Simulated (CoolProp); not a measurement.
Vapour-liquid equilibrium of trans-2-butene (1) + acetone (2) at 18.85 °C; x and y are mole fractions of (1).

Model: multi-fluid Helmholtz-energy mixture model, Lemmon 2005 and Lemmon 2006; pair parameters Bell 2016, in CoolProp.

```csv
x,bubble pressure (MPa),y at the bubble point,dew pressure at overall composition x (MPa),liquid density (mol/L)
0.05,0.04946,0.542,0.02462,13.45
0.2,0.1066,0.809,0.02910,12.93
0.35,0.1380,0.866,0.03552,12.44
0.5,0.1545,0.891,0.04553,11.98
0.65,0.1649,0.908,0.06329,11.56
0.8,0.1752,0.930,0.1027,11.20
0.95,0.1875,0.975,0.1816,10.89
```

No azeotrope shows between x = 0.05 and 0.95.

Pair parameters are fitted to limited data, so mixtures are less certain than the pure fluids. With so large a gap from Raoult's law the liquid may split in two, which this calculation doesn't test in full.
